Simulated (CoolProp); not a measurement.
Vapour-liquid equilibrium of dimethyl ether (1) + n-hexane (2) at 252.6 K; x and y are mole fractions of (1).

The numbers come from the multi-fluid Helmholtz-energy mixture model, Wu 2011 and Thol 2019; pair parameters Bell 2016 in CoolProp.

Q: Give the bubble pressure and the first vapour's composition at x = 0.425, 0.575, 0.875. Is there an azeotrope?

A: x = 0.425: 0.6753 bar, y = 0.982; x = 0.575: 0.8165 bar, y = 0.988; x = 0.875: 1.077 bar, y = 0.996. No azeotrope shows between x = 0.05 and 0.95.

Pair parameters are fitted to limited data, so mixtures are less certain than the pure fluids. With so large a gap from Raoult's law the liquid may split in two, which this calculation doesn't test in full.
